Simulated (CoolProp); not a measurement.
Properties of R11 along the isotherm 451.9 K (Tc = 471.1 K, pc = 4408 kPa, ω = 0.189).

Values from CoolProp's reference Helmholtz-energy equation of state, Jacobsen 1992.

| p (kPa) | phase | expansivity (1/kK) | viscosity (µPa s) | conductivity (mW/(m K)) |
|---|---|---|---|---|
| 6.97 | gas | 2.217 | 15.7 | 14.8 |
| 10.2 | gas | 2.219 | 15.7 | 14.8 |
| 15 | gas | 2.222 | 15.7 | 14.8 |
| 22 | gas | 2.227 | 15.7 | 14.8 |
| 32.3 | gas | 2.233 | 15.7 | 14.8 |
| 47.5 | gas | 2.243 | 15.7 | 14.8 |
| 69.7 | gas | 2.257 | 15.7 | 14.8 |
| 102 | gas | 2.278 | 15.7 | 14.9 |
| 150 | gas | 2.310 | 15.6 | 14.9 |
| 220 | gas | 2.357 | 15.6 | 14.9 |
| 323 | gas | [?] | 15.6 | 14.9 |
| 475 | gas | [?] | 15.6 | 15.0 |
| 697 | gas | [?] | 15.6 | 15.0 |
| 1020 | gas | [?] | 15.6 | [?] |
| 1500 | gas | [?] | 15.7 | 15.5 |
| 2200 | gas | 5.328 | [?] | [?] |

Problem. What belongs in the gaps?

Solution. 
- 323, expansivity (1/kK): 2.431
- 475, expansivity (1/kK): 2.547
- 697, expansivity (1/kK): 2.737
- 1020, expansivity (1/kK): 3.064
- 1020, conductivity (mW/(m K)): 15.2
- 1500, expansivity (1/kK): 3.712
- 2200, viscosity (µPa s): 16.2
- 2200, conductivity (mW/(m K)): 16.4

Viscosity comes from a separate model (Klein 1997), an estimate that may be off by 10 % or more. Thermal conductivity comes from a separate model (McLinden 2000), an estimate that may be off by 10 % or more.
